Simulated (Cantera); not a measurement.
Equilibrium for carbon deposition, reforming and gasification: C₂H₂ + NH₃ + H₂

Feed: 1 mol C₂H₂, 0.6 mol NH₃, 0.56 mol H₂, at 1.50 mbar.

These are equilibrium values from Cantera (NASA tables, ideal gas, pure condensed phases), not measurements of a reactor. Candidate condensed phases: C, C₆H₆, C₇H₈, C₈H₁₈; 92 gas species. Kinetics and transport are ignored.

```tsv
T (°C)	x H₂	x H	x N₂	x HCN	x C₂H₂ (acetylene)	x HNC	x CN	n C(graphite)
1402	0.888	0.00283	0.108	0.000987	5.16e-5	2.77e-5	2.99e-8	2.00
1502	0.884	0.00703	0.107	0.00167	0.000126	5.99e-5	1.74e-7	1.99
1602	0.875	0.0158	0.106	0.00266	0.000277	0.000119	8.33e-7	1.99
1702	0.858	0.0327	0.105	0.00400	0.000557	0.000217	3.39e-6	1.99
1802	0.828	0.0626	0.102	0.00570	0.00103	0.000369	1.20e-5	1.98
1902	0.780	0.111	0.0985	0.00769	0.00174	0.000585	3.73e-5	1.97
2002	0.709	0.185	0.0933	0.00980	0.00270	0.000863	0.000104	1.95
2102	0.612	0.285	0.0866	0.0117	0.00380	0.00118	0.000262	1.93
2202	0.493	0.408	0.0788	0.0131	0.00479	0.00149	0.000606	1.91
```
x: gas mole fraction; n: condensed amount in mol.

From 1402 °C to 2202 °C the condensed part is C(graphite). The main C-bearing gas is HCN throughout. The share of C in condensed phases is highest at 1402 °C (99.8 %) and lowest at 2202 °C (95.5 %).
